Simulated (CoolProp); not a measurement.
Vapour-liquid equilibrium of ethanol (1) + acetone (2) at 464.8 K; x and y are mole fractions of (1).

Values from CoolProp's multi-fluid Helmholtz-energy mixture model, Schroeder 2014 and Lemmon 2006; pair parameters Bell 2016.

### Question
Give the bubble pressure and the first vapour's composition at x = 0.05, 0.45, 0.75. Is there an azeotrope?

### Answer
x = 0.05: 2.465 MPa, y = 0.062; x = 0.45: 2.710 MPa, y = 0.462; x = 0.75: 2.684 MPa, y = 0.731. y crosses x between x = 0.55 and 0.65: the model has an azeotrope there.

The pair parameters rest on a limited set of measurements; away from them the model extrapolates.
